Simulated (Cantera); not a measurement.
## Dilute partial oxidation

An isothermal, constant-pressure homogeneous reactor starts with CH2O : O2 : N2 = 0.024 : 0.0022 : 1 (molar parts), equivalence ratio 11, at 1000 K and 1300000 Pa.

Computed with Cantera and GRI-Mech 3.0 (53 species, 325 reactions). The pressure lies above the range GRI-Mech 3.0 was tuned for (to about 10 atm).

```csv
t (s),x CH2O,x O2,x NO2,x NO,x N2O,x C2H2,x CH2CO
0.000200,0.0234,0.00214,<1e-12,<1e-12,<1e-12,<1e-12,<1e-12
0.000860,0.0220,0.00163,<1e-12,<1e-12,2.81e-11,<1e-12,2.50e-10
0.00369,3.06e-7,1.52e-5,<1e-12,8.62e-12,2.44e-10,3.76e-10,3.88e-7
0.0159,5.40e-8,9.68e-6,<1e-12,6.41e-12,2.51e-10,2.77e-10,1.22e-7
0.0682,1.53e-8,6.34e-6,<1e-12,5.00e-12,2.54e-10,2.53e-10,4.89e-8
0.293,3.88e-9,2.03e-6,<1e-12,2.59e-12,2.51e-10,2.74e-10,4.37e-9
1.26,3.09e-9,3.91e-7,<1e-12,1.05e-12,2.36e-10,2.99e-10,1.57e-10
5.41,3.04e-9,7.80e-8,<1e-12,<1e-12,2.06e-10,3.05e-10,1.14e-11
23.3,3.03e-9,1.45e-8,<1e-12,<1e-12,1.31e-10,3.06e-10,3.68e-12
100,3.03e-9,8.13e-10,<1e-12,<1e-12,2.18e-11,2.99e-10,2.95e-12
```
x: mole fraction; the columns are a selection and need not sum to one.

Equilibrium at this temperature and pressure: CH2O 2.80e-9, O2 <1e-12, NO2 <1e-12, NO <1e-12, N2O <1e-12, C2H2 2.38e-11, CH2CO 2.34e-11 (gas phase only).
